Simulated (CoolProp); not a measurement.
Properties of R134a along the isotherm -75.95 °C.

Computed with CoolProp (reference Helmholtz-energy equation of state, Tillner-Roth 1994).

```csv
p (bar),phase,density (kg/m³),cv (kJ/(kg K)),speed of sound (m/s),viscosity (µPa s),conductivity (mW/(m K))
36.9,liquid,1524,0.8006,997.5,963,131
73.8,liquid,…,…,1013,1000,132
111,liquid,1534,0.8029,1028,…,…
148,liquid,1540,0.8041,1042,…,134
185,liquid,1545,…,1056,1140,136
221,liquid,1549,0.8065,1069,1190,137
258,liquid,1554,0.8078,1082,1240,138
295,liquid,1558,0.8091,1094,…,139
332,liquid,1563,0.8104,1107,1360,140
369,liquid,1567,0.8117,1119,1420,…
```

Question: Complete the blanks.

Answer: 
- 73.8, density (kg/m³): 1529
- 73.8, cv (kJ/(kg K)): 0.8017
- 111, viscosity (µPa s): 1050
- 111, conductivity (mW/(m K)): 133
- 148, viscosity (µPa s): 1090
- 185, cv (kJ/(kg K)): 0.8053
- 295, viscosity (µPa s): 1300
- 369, conductivity (mW/(m K)): 141

Viscosity comes from a separate model (Huber 2003), an estimate that may be off by 10 % or more. Thermal conductivity comes from a separate model (McLinden 2000), an estimate that may be off by 10 % or more.
